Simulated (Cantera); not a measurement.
Mixture: CH4 : H2 : O2 : N2 = 1 : 0.15 : 2.92 : 11 (molar parts), at 4.93 atm, adiabatic and at constant pressure. Ignition delay is the time to a rise of 400 K.

Model: GRI-Mech 3.0 (53 species, 325 reactions), integrated in Cantera.

### Question
What does this change do: constant volume in place of constant pressure?

### Answer
```json
[
 {"quantity": "delay at 1050 K", "before": "11.0 ms", "after": "10.2 ms"},
 {"quantity": "delay at 1150 K", "before": "3.35 ms", "after": "3.13 ms"},
 {"quantity": "delay at 1250 K", "before": "1.33 ms", "after": "1.24 ms"},
 {"quantity": "delay at 1350 K", "before": "0.548 ms", "after": "0.511 ms"},
 {"quantity": "delay at 1450 K", "before": "0.233 ms", "after": "0.217 ms"},
 {"quantity": "apparent activation energy between 1350 and 1450 K", "before": "140 kJ/mol", "after": "140 kJ/mol"}
]
```

### Question
What does this change do: pressure from 4.93 atm to 9.87 atm?

### Answer
```tsv
quantity	before	after
delay at 1050 K	11.0 ms	7.30 ms
delay at 1150 K	3.35 ms	1.78 ms
delay at 1250 K	1.33 ms	0.673 ms
delay at 1350 K	0.548 ms	0.289 ms
delay at 1450 K	0.233 ms	0.129 ms
apparent activation energy between 1350 and 1450 K	140 kJ/mol	130 kJ/mol
```
